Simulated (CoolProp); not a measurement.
A simple Rankine cycle with R236EA: condensing at 313.15 K, boiler at 0.954 MPa, turbine inlet 411 K, turbine efficiency 0.7, pump efficiency 0.7, no recuperator. Each further row changes one setting.

Computed with CoolProp (reference Helmholtz-energy equation of state, Rui 2013).

| case | thermal efficiency (%) | net work (kJ/kg) | heat in (kJ/kg) | turbine exit temperature (K) | volume ratio over the turbine |
|---|---|---|---|---|---|
| as stated | 5.9 | 14.0 | 237 | [?] | 2.87 |
| condensing temperature 305.15 K | [?] | [?] | [?] | 386.4 | 3.70 |
| boiler pressure 0.668 MPa | [?] | 9.60 | 240 | 398.3 | [?] |
| turbine efficiency 0.6 | [?] | 11.9 | 237 | [?] | 2.89 |

Problem. Fill in the missing entries.

Solution. 
- as stated, turbine exit temperature (K): 390.8
- condensing temperature 305.15 K, thermal efficiency (%): 7.1
- condensing temperature 305.15 K, net work (kJ/kg): 17.6
- condensing temperature 305.15 K, heat in (kJ/kg): 247
- boiler pressure 0.668 MPa, thermal efficiency (%): 4.0
- boiler pressure 0.668 MPa, volume ratio over the turbine: 1.98
- turbine efficiency 0.6, thermal efficiency (%): 5.0
- turbine efficiency 0.6, turbine exit temperature (K): 392.9
